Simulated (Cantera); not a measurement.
# Premixed flame

A freely propagating, adiabatic, planar premixed flame of CH4 : O2 : N2 : H2 = 1 : 1.54 : 5.78 : 0.69 (molar parts), equivalence ratio 1.5, unburnt at 600 K and 110000 Pa; mixture-averaged transport, grid criteria slope 0.08 and curve 0.16, no radiation.

Cantera simulation using GRI-Mech 3.0 (53 species, 325 reactions); the numbers are that mechanism's predictions, not measurements. Burning velocities carry a grid error of a few per cent, more on coarse grids.

```tsv
z (mm)	T (K)	u (m/s)	x CH4	x O2	x H2O	x NO	x HCN	x CO
-1.35	601	0.835	0.111	0.171	7.77e-5	<1e-8	<1e-8	6.22e-6
-0.897	606	0.843	0.110	0.170	0.000704	<1e-8	<1e-8	7.45e-5
-0.673	623	0.869	0.109	0.169	0.00275	3.36e-8	4.73e-8	0.000362
-0.449	717	1.00	0.104	0.164	0.0142	3.06e-7	4.93e-7	0.00265
-0.224	1126	1.60	0.0749	0.129	0.0645	2.81e-6	4.86e-6	0.0185
-0.112	1497	2.16	0.0450	0.0872	0.112	6.32e-6	1.21e-5	0.0387
0	1839	2.68	0.0163	0.0410	0.159	1.24e-5	2.64e-5	0.0619
0.112	2021	2.97	0.00397	0.0138	0.184	2.19e-5	4.66e-5	0.0741
0.224	2088	3.07	0.00109	0.00420	0.191	3.30e-5	5.93e-5	0.0769
0.449	2124	3.12	0.000170	0.000452	0.191	5.22e-5	6.00e-5	0.0764
0.897	2138	3.13	1.92e-5	4.65e-5	0.189	7.51e-5	4.39e-5	0.0752
1.79	2146	3.14	1.51e-6	2.64e-5	0.189	9.62e-5	2.39e-5	0.0750
3.59	2154	3.15	6.63e-8	1.57e-5	0.189	0.000110	9.59e-6	0.0752
```
x: mole fraction of selected species; z is measured from the peak of heat release.

- laminar burning velocity = 83.3 cm/s
- thermal thickness = 0.449 mm
- peak x(HCN) = 6.22e-5
- peak x(CO) = 0.0770
- grid points = 139
